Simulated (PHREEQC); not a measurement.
Na3PO4 is added in steps, without added water, to 1 kg of water holding 15 mmol/kgw ZnSO4 and 0.27 mmol/kgw KCl, at 25 °C. Oxygen alone is held at its pressure in air (log pO2 = -0.68). No CO2 enters from the air. The run lets Zn(OH)2-e, Zn4(OH)6SO4, Zn5(OH)8Cl2, Zn3(PO4)2:4w, Halite, Mirabilite, Goslarite precipitate or redissolve, and no other solid.

Base run: PHREEQC, ion-association model, wateq4f.dat. Each further column changes one thing. The table gives pH.

```csv
Na3PO4 added (mol),base,all activity coefficients set to 1,Debye-Hückel limiting law,metal-ligand complexes left out,Davies equation for every ion
0,5.71,5.68,5.74,5.66,5.72
0.00125,6.27,6.19,6.33,6.14,6.28
0.0025,6.33,6.27,6.39,6.19,6.34
0.004375,6.45,6.42,6.50,6.29,6.46
0.005625,6.55,6.53,6.60,6.37,6.56
0.006875,6.68,6.68,6.73,6.49,6.69
0.008125,6.88,6.90,6.93,6.68,6.90
0.009375,7.32,7.33,7.37,7.09,7.33
0.01063,8.78,8.93,8.72,8.78,8.77
0.0125,9.07,9.23,9.00,9.07,9.07
0.01375,9.15,9.32,9.08,9.16,9.15
0.015,9.21,9.38,9.13,9.21,9.20
```

H3PO4, which wateq4f.dat lacks, is added to it with the constant of phreeqc.dat. The database has no phosphate complexes of Zn.
